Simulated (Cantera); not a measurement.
Reactions in the system O-Pb-S

Cantera with NASA thermochemical tables; ideal gases at 1 bar, condensed phases pure. Values are per mole of reaction as written; species without (g) are pure solids or liquids, kept so even where they would boil at 1 bar.

2 SO₃(g) + 6 Pb → 6 PbO + S₂(g)

```tsv
T (K)	ΔH° (kJ)	ΔS° (J/K)	ΔG° (kJ)	log10 K	condensed phases
300	-396.5	-275.8	-313.7	54.63	Pb(s), PbO(red)
1550	-186.6	-90.0	-47.1	1.59	Pb(l), PbO(l)
1575	-184.2	-88.4	-44.9	1.49	Pb(l), PbO(l)
1600	-181.7	-86.9	-42.7	1.39	Pb(l), PbO(l)
1625	-179.2	-85.3	-40.6	1.30	Pb(l), PbO(l)
1650	-176.8	-83.8	-38.5	1.22	Pb(l), PbO(l)
1675	-174.3	-82.4	-36.4	1.13	Pb(l), PbO(l)
1700	-171.9	-80.9	-34.3	1.05	Pb(l), PbO(l)
1725	-169.4	-79.5	-32.3	0.98	Pb(l), PbO(l)
1750	-167.0	-78.1	-30.4	0.91	Pb(l), PbO(l)
1775	-164.6	-76.7	-28.4	0.84	Pb(l), PbO(l)
```
